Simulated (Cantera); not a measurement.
A freely propagating, adiabatic, planar premixed flame of CH3OH : O2 : N2 : H2O = 1 : 1 : 3.76 : 0.17 (molar parts), unburnt at 400 K and 0.987 atm; mixture-averaged transport, grid criteria slope 0.08 and curve 0.16, no radiation.

Cantera simulation using GRI-Mech 3.0 (53 species, 325 reactions); the numbers are that mechanism's predictions, not measurements. GRI-Mech 3.0 was tuned for natural gas; its chemistry of methanol as a main component is partial and can be far from experiment. Burning velocities carry a grid error of a few per cent, more on coarse grids.

### Question
Predict: laminar burning velocity; thermal thickness; peak x(CH2O); peak x(C2H2); peak x(CH2CO).

### Answer
- laminar burning velocity: 66.0 cm/s
- thermal thickness: 0.289 mm
- peak x(CH2O): 0.0126
- peak x(C2H2): 5.39e-6
- peak x(CH2CO): 1.58e-5
